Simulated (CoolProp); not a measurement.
Saturation properties of the fluoroketone C6F12O (FK-5-1-12) (Tc = 441.8 K, pc = 1869 kPa, ω = 0.471).

Values from CoolProp's reference Helmholtz-energy equation of state, McLinden 2015.

```tsv
T (K)	p (kPa)	liquid density (kg/m³)	enthalpy of vaporisation (kJ/kg)	liquid cp (kJ/(kg K))
337.4	166.9	1476	(withheld)	1.139
346.7	220.6	1443	80.19	1.151
356	286.8	1408	76.95	1.165
365.3	367.1	1372	73.50	1.182
374.6	463.4	1333	69.78	1.202
383.9	577.8	1291	65.74	1.226
393.2	712.4	1245	(withheld)	1.257
402.5	869.7	1195	56.30	1.298
411.8	1053	1137	50.54	1.359
421.1	1264	1069	43.62	1.465
430.4	1510	979.1	34.54	(withheld)
```

Problem. Fill in the missing entries.

Solution. 
- 337.4, enthalpy of vaporisation (kJ/kg): 83.25
- 393.2, enthalpy of vaporisation (kJ/kg): 61.29
- 430.4, liquid cp (kJ/(kg K)): 1.719

It boils at 322.2 K under 1 atm.
